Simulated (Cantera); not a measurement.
Charge: 1 mol Al, 12 mol H2O, 81 mol H2, at 2173 K and 45.0 Pa.

Cantera equilibrium calculation (NASA polynomials, part measured and part estimated; ideal gas, pure solids and liquids). The tables' values for AlOH are old estimates; treat these amounts as uncertain. The numbers say what is thermodynamically allowed, not how fast it happens.

```json
[
 {"species": "H2", "before": "0.707", "after": "0.657"},
 {"species": "H", "before": "0.191", "after": "0.184"},
 {"species": "H2O", "before": "0.0977", "after": "0.151"},
 {"species": "AlO2H", "before": "4.13e-5", "after": "5.14e-5"},
 {"species": "O2", "before": "3.92e-5", "after": "0.000109"},
 {"species": "Al", "before": "6.58e-5", "after": "3.07e-5"},
 {"species": "O", "before": "0.000671", "after": "0.00112"},
 {"species": "OH", "before": "0.00354", "after": "0.00568"},
 {"species": "AlOH", "before": "6.84e-5", "after": "5.11e-5"},
 {"species": "AlO", "before": "3.92e-5", "after": "3.04e-5"},
 {"species": "Al2O3(s), mol", "before": "0.489", "after": "0.491"}
]
```
Gas species are given as mole fractions.

Problem. What was changed between the two runs?
A) pressure from 45.0 Pa to 1.00 bar
B) temperature from 2173 K to 1425 K
C) H2O from 12 to 19 mol
D) temperature from 2173 K to 1898 K

Solution. C, H2O from 12 to 19 mol
